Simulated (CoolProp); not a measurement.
Values from CoolProp's reference Helmholtz-energy equation of state, Lemmon 2013.

For propylene, give the phase and the cp (kJ/(kg K)), viscosity (µPa s) at 301.85 °C and 17.5 bar.


- 301.85 °C and 17.5 bar: gas; cp 2.54, viscosity 16.5

Viscosity comes from a separate model (Huber 2003), an estimate that may be off by 10 % or more.
